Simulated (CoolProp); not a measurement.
Properties of sulfur hexafluoride along the isotherm 90.25 °C.

The numbers come from the reference Helmholtz-energy equation of state, Guder 2009 in CoolProp.

| p (MPa) | phase | density (kg/m³) | Joule-Thomson coefficient (K/MPa) | isothermal compressibility (1/MPa) |
|---|---|---|---|---|
| 0.0594 | gas | 2.881 | 5.450 | 16.89 |
| 0.0924 | gas | 4.490 | 5.461 | 10.88 |
| 0.144 | gas | 7.019 | 5.477 | 7.003 |
| 0.224 | gas | 10.97 | 5.502 | 4.523 |
| 0.349 | gas | 17.22 | 5.542 | 2.925 |
| 0.543 | gas | 27.10 | 5.606 | 1.903 |
| 0.846 | gas | 43.03 | 5.709 | 1.245 |
| 1.32 | gas | 69.25 | 5.878 | 0.8251 |
| 2.05 | gas | 113.3 | 6.156 | 0.5626 |
| 3.19 | gas | 193.5 | 6.615 | 0.4030 |
| 4.97 | supercritical | 363.0 | 7.079 | 0.3209 |
| 7.74 | supercritical | 759.6 | 4.369 | 0.1774 |
| 12.1 | supercritical | 1096 | 1.258 | 0.03950 |
| 18.8 | supercritical | 1284 | 0.3621 | 0.01489 |
